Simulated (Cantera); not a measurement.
A diamond (100) surface in a fixed gas of H2 with x(CH4) = 0.021, x(CH3) = 0.00046, at 1298 K, 18000 Pa; coverages are run to steady state.

Model: the Harris–Goodwin 1993 mechanism for the reconstructed diamond (100) surface, integrated in Cantera.

θ: site fractions in the mechanism's names (c6HH fully hydrogenated, c6H* and c6*H radical sites, c6** diradical, c6HM methylated).

| x(H) | growth (µm/h) | θ c6HH | θ c6H* | θ c6*H | θ c6** | θ c6HM |
|---|---|---|---|---|---|---|
| 0.0001 | 0.838 | 0.654 | 0.0286 | 0.306 | 0.00376 | (withheld) |
| 0.00026 | 3.09 | 0.525 | 0.0388 | 0.416 | 0.0107 | (withheld) |
| 0.00066 | 7.68 | 0.445 | 0.0446 | 0.478 | 0.0216 | (withheld) |
| 0.0017 | 15.4 | 0.404 | 0.0473 | 0.506 | 0.0329 | 0.00346 |
| 0.0044 | 28.3 | 0.386 | 0.0484 | 0.517 | 0.0406 | 0.00339 |
| 0.011 | 48.0 | 0.379 | 0.0491 | 0.522 | 0.0446 | (withheld) |
| 0.029 | 74.0 | 0.377 | 0.0500 | 0.523 | 0.0467 | (withheld) |
| 0.074 | 95.9 | 0.376 | 0.0518 | 0.523 | 0.0480 | (withheld) |
| 0.19 | 111 | 0.375 | 0.0559 | 0.519 | 0.0496 | (withheld) |

**Question.** Complete the blanks.

**Answer.** 
- 0.0001, θ c6HM: 0.00160
- 0.00026, θ c6HM: 0.00237
- 0.00066, θ c6HM: 0.00305
- 0.011, θ c6HM: 0.00279
- 0.029, θ c6HM: 0.00180
- 0.074, θ c6HM: 0.000953
- 0.19, θ c6HM: 0.000437
